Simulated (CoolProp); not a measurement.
Model: reference Helmholtz-energy equation of state, Thol 2015, in CoolProp.

Task: For 1,2-dichloroethane, give the phase and the density (kg/m³), isothermal compressibility (1/MPa) at 226.85 °C and 4360 kPa; 226.85 °C and 13100 kPa.

Result: 
- 226.85 °C and 4360 kPa: liquid; density 885, isothermal compressibility 0.00851
- 226.85 °C and 13100 kPa: liquid; density 935, isothermal compressibility 0.00478
